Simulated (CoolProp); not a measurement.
Vapour-liquid equilibrium of n-pentane (1) + toluene (2) at 556 kPa; x and y are mole fractions of (1).

Model: multi-fluid Helmholtz-energy mixture model, Thol 2019 and Lemmon 2006; pair parameters Bell 2016, in CoolProp.

```tsv
x	bubble temperature (°C)	y at the bubble point	dew temperature at overall composition x (°C)	liquid density (mol/L)
0.05	173.0	0.208	181.3	(withheld)
0.15	155.5	0.484	176.1	7.754
0.25	142.4	0.646	170.5	7.805
0.35	132.5	0.747	164.5	7.818
0.45	124.6	0.815	(withheld)	7.803
0.55	(withheld)	0.865	150.5	7.769
0.65	112.7	0.904	142.0	7.722
0.75	107.8	0.936	132.1	7.665
0.85	103.4	0.963	120.2	7.601
0.95	(withheld)	(withheld)	105.5	7.531
```

### Question
Some entries are withheld; supply them.

### Answer

- 0.05, liquid density (mol/L): 7.647
- 0.45, dew temperature at overall composition x (°C): 157.9
- 0.55, bubble temperature (°C): 118.2
- 0.95, bubble temperature (°C): 99.2
- 0.95, y at the bubble point: 0.988

No azeotrope shows between x = 0.05 and 0.95.

The pair parameters rest on a limited set of measurements; away from them the model extrapolates.
